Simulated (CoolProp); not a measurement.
Ethylene at 293.15 K and 3.44 MPa is throttled through a valve to 2.38 MPa with no heat exchange. Each further row changes one setting.

Computed with CoolProp (reference Helmholtz-energy equation of state, Smukala 2000).

```
case                       temperature change (K)  final density (kg/m³)
-------------------------  ----------------------  ---------------------
as stated                                     ___                   35.3
outlet pressure 0.714 MPa                   -36.8                    ___
outlet pressure 3.09 MPa                      ___                    ___
```

Complete the blanks.


- as stated, temperature change (K): -13.1
- outlet pressure 0.714 MPa, final density (kg/m³): 10.1
- outlet pressure 3.09 MPa, temperature change (K): -4.2
- outlet pressure 3.09 MPa, final density (kg/m³): 46.7
